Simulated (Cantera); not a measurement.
Feed: 1 mol Al, 0.43 mol Br2, 17 mol N2, equilibrated at 10000 Pa.

Method: chemical equilibrium by Gibbs-energy minimisation in Cantera with the NASA 1993 tables (ideal gas, pure condensed phases). Candidate condensed phases: Al, AlBr3, AlN, Br2; 10 gas species. Equilibrium is a limit: real reactors are often held back by kinetics, nucleation or transport.

x: gas mole fraction; n: condensed amount in mol.

| T (°C) | x N2 | x AlBr3 | x Al2Br6 | x Br | n AlN(s) |
|---|---|---|---|---|---|
| 200 | 0.991 | 0.000895 | 0.00809 | <1e-12 | 0.713 |
| 225 | 0.991 | 0.00179 | 0.00764 | <1e-12 | 0.713 |
| 250 | 0.990 | 0.00326 | 0.00689 | <1e-12 | 0.713 |
| 275 | 0.989 | 0.00540 | 0.00582 | <1e-12 | 0.713 |
| 300 | 0.987 | 0.00808 | 0.00446 | 3.56e-12 | 0.713 |
| 325 | 0.986 | 0.0109 | 0.00305 | 1.38e-11 | 0.713 |
| 350 | 0.985 | 0.0133 | 0.00185 | 4.69e-11 | 0.713 |
| 375 | 0.984 | 0.0149 | 0.00102 | 1.42e-10 | 0.713 |
| 400 | 0.984 | 0.0159 | ? | ? | 0.713 |
| 425 | 0.983 | 0.0164 | 0.000285 | 9.89e-10 | 0.713 |
| 450 | 0.983 | 0.0166 | ? | ? | 0.713 |
| 475 | 0.983 | 0.0168 | 8.52e-5 | 5.23e-9 | 0.713 |

Complete the blanks.


- 400, x Al2Br6: 0.000541
- 400, x Br: 3.90e-10
- 450, x Al2Br6: 0.000154
- 450, x Br: 2.34e-9
